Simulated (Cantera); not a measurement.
**Equilibrium for carbothermic reduction: Cu2O + CH4 + H2**

Input: 1 mol Cu2O, 3.3 mol CH4, 9.8 mol H2.

Equilibrium computed with Cantera from the NASA thermochemical tables; the gas is ideal and each condensed phase is pure. Candidate condensed phases: C, C6H6, C7H8, C8H18, Cu, CuO, Cu(OH)2, Cu2O, H2O; 113 gas species. Rates play no part.

Stable condensed phases:

```
T in K \ P in Pa
              10      36     130     460    1700    6000   22000   77000  280000 1000000
   2548        A       A       A       A       A       A       A       A       B       B
   2473        A       A       A       A       A       A       A       A       B       B
   2398        A       A       A       A       A       A       A       A       B       B
   2323        A       A       A       A       A       A       A       B       B       B
   2248        A       A       A       A       A       A       A       B       B       B
   2173        A       A       A       A       A       A       B       B       B       B
   2098        A       A       A       A       A       A       B       B       B       B
   2023        A       A       A       A       A       B       B       B       B       B
   1948        A       A       A       A       A       B       B       B       B       B
   1873        A       A       A       A       B       B       B       B       B       B
   1798        A       A       A       A       B       B       B       B       B       B
```

A: C; B: C + Cu.
